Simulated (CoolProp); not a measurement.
The fluid at 298.15 K and 0.393 MPa is throttled through a valve to 0.0966 MPa with no heat exchange. The same conditions are run with several fluids, on thermodynamics alone (safety and materials aside).

Values from CoolProp's reference Helmholtz-energy equation of state of each fluid (n-undecane: Aleksandrov 2011; cyclopentane: Gedanitz 2015; R245ca: Zhou 2016; n-perfluoropentane: Gao 2022; R245fa: Akasaka 2015).

```
fluid               temperature change (K)                       final phase  final density (kg/m³)
------------------  ----------------------  --------------------------------  ---------------------
n-undecane                            +0.1                            liquid                    736
cyclopentane                          +0.1                            liquid                    740
R245ca                                -1.0  two-phase, vapour fraction 0.007                    500
n-perfluoropentane                    +0.1                            liquid                   1600
R245fa                               -11.1  two-phase, vapour fraction 0.074                   72.7
```
